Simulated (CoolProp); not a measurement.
Vapour-liquid equilibrium of CF4 (R14) (1) + R13 (2) at 190.7 K; x and y are mole fractions of (1).

Values from CoolProp's multi-fluid Helmholtz-energy mixture model, Platzer 1990 and Platzer 1990; pair parameters Bell 2016. This equation is an older, rougher fit; its heat capacities, sound speeds and derivatives of the liquid may be far off and weren't checked against measurements.

```json
[
 {"x": "0.05", "bubble pressure, mixture model (MPa)": "0.1601", "bubble pressure, Raoult's law (MPa)": "0.1458", "y, mixture model": "?", "y, Raoult's law": "0.376"},
 {"x": "0.2", "bubble pressure, mixture model (MPa)": "0.3337", "bubble pressure, Raoult's law (MPa)": "0.2959", "y, mixture model": "0.746", "y, Raoult's law": "0.741"},
 {"x": "0.35", "bubble pressure, mixture model (MPa)": "0.4845", "bubble pressure, Raoult's law (MPa)": "0.4459", "y, mixture model": "0.845", "y, Raoult's law": "0.860"},
 {"x": "0.5", "bubble pressure, mixture model (MPa)": "0.6211", "bubble pressure, Raoult's law (MPa)": "0.5959", "y, mixture model": "0.896", "y, Raoult's law": "0.920"},
 {"x": "0.65", "bubble pressure, mixture model (MPa)": "0.7525", "bubble pressure, Raoult's law (MPa)": "0.7460", "y, mixture model": "0.932", "y, Raoult's law": "0.955"},
 {"x": "0.8", "bubble pressure, mixture model (MPa)": "?", "bubble pressure, Raoult's law (MPa)": "0.8960", "y, mixture model": "?", "y, Raoult's law": "0.979"},
 {"x": "0.95", "bubble pressure, mixture model (MPa)": "1.040", "bubble pressure, Raoult's law (MPa)": "1.046", "y, mixture model": "?", "y, Raoult's law": "0.995"}
]
```

What belongs in the gaps?


- 0.05, y, mixture model: 0.417
- 0.8, bubble pressure, mixture model (MPa): 0.8883
- 0.8, y, mixture model: 0.961
- 0.95, y, mixture model: 0.990

The largest gap from Raoult's law is +12.8 % in bubble pressure, at x = 0.2. No azeotrope shows between x = 0.05 and 0.95.

Pair parameters are fitted to limited data, so mixtures are less certain than the pure fluids. The gap from Raoult's law changes sign with composition, which may be real or a fault of the pair parameters; it wasn't checked against measurements.
